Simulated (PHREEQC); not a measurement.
Make-up at 20 °C: 0.00097 mol LiBr, 0.00012 mol Na2B4O7 and 0.004 mol LiCl per kg of water. Closed to the air; pH follows from the charge balance.

Model: ion-association model, phreeqc.dat, run in PHREEQC.

Each row changes one thing in this solution. Precipitation was switched off in this run.

| case | pH | ionic strength (mol/kgw) | H3BO3 (mol/kgw) | H2BO3- (mol/kgw) | SI of Halite (NaCl) |
|---|---|---|---|---|---|
| as made | 9.20 | 0.00521 | 0.000252 | 0.000228 | -7.65 |
| LiBr replaced by ZnBr2 at the same molality | 8.01 | 0.00679 | ___ | 2.66e-5 | -7.66 |
| temperature from 20 to 60 °C | 8.74 | 0.00521 | 0.000298 | 0.000182 | -7.68 |
| diluted 5-fold with water | 9.10 | 0.00104 | 5.70e-5 | 3.91e-5 | -9.01 |
| LiCl replaced by FeCl3 at the same molality | 2.66 | 0.0206 | 0.000480 | 1.33e-10 | ___ |

Task: Some entries are withheld; supply them.

Result: 
- LiBr replaced by ZnBr2 at the same molality, H3BO3 (mol/kgw): 0.000453
- LiCl replaced by FeCl3 at the same molality, SI of Halite (NaCl): -7.24

Some of these states are supersaturated (in Zn(OH)2(e), Hematite (slow to form), Goethite (slow to form), for instance). Away from 25 °C the constants follow the database's enthalpies or fits; those with neither stay at their 25 °C values.
